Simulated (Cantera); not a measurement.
An isothermal, constant-pressure homogeneous reactor starts with 2.58 % N2O, 0.581 % H2, 96.8 % N2, at 1323 K and 1330 Pa.

Model: GRI-Mech 3.0 (53 species, 325 reactions), integrated in Cantera. GRI-Mech 3.0 was tuned for natural gas; its chemistry of N2O as a main component is partial and can be far from experiment. Radical loss at walls, strong at low pressure, is not modelled. The mechanism lacks 2 NO + O2 → 2 NO2 and HONO, so NO2 and the effect of NO are under-described below about 1400 K.

Task: Predict: x(N2O) at 200 s; x(H2) at 200 s; x(NO) at 200 s; x(NO2) at 200 s; x(O2) at 200 s.

Result: 
```
Quantity                                           Result
---------------  ----------------------------------------
x(N2O) at 200 s  5.58e-7 (gas-phase equilibrium 9.44e-10)
x(H2) at 200 s    1.02e-7 (gas-phase equilibrium 6.55e-8)
x(NO) at 200 s   0.00200 (gas-phase equilibrium 0.000112)
x(NO2) at 200 s   3.83e-7 (gas-phase equilibrium 2.75e-8)
x(O2) at 200 s    0.00891 (gas-phase equilibrium 0.00985)
```
